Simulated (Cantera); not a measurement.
An adiabatic, constant-volume homogeneous reactor starts with 6.93 % CH₃OH, 19.6 % O₂, 73.5 % N₂, equivalence ratio 0.53, at 1150 K and 7500 Torr.

Model: GRI-Mech 3.0 (53 species, 325 reactions), integrated in Cantera. GRI-Mech 3.0 was tuned for natural gas; its chemistry of methanol as a main component is partial and can be far from experiment.

Q: Predict: time of steepest temperature rise; temperature at 0.200 s; equilibrium temperature; x(O₂) at 0.200 s; x(CO) at 0.200 s; x(H) at 0.200 s; x(N₂O) at 0.200 s; x(CO₂) at 0.200 s; x(HO₂) at 0.200 s.

A: 
```
Item                                                                  Result
---------------------------------  -----------------------------------------
time of steepest temperature rise                                    4.04 ms
temperature at 0.200 s                                                2518 K
equilibrium temperature                                               2518 K
x(O₂) at 0.200 s                       0.0810 (gas-phase equilibrium 0.0810)
x(CO) at 0.200 s                     0.00195 (gas-phase equilibrium 0.00195)
x(H) at 0.200 s                    0.000144 (gas-phase equilibrium 0.000144)
x(N₂O) at 0.200 s                    3.48e-6 (gas-phase equilibrium 3.48e-6)
x(CO₂) at 0.200 s                      0.0648 (gas-phase equilibrium 0.0648)
x(HO₂) at 0.200 s                    1.82e-5 (gas-phase equilibrium 1.82e-5)
```
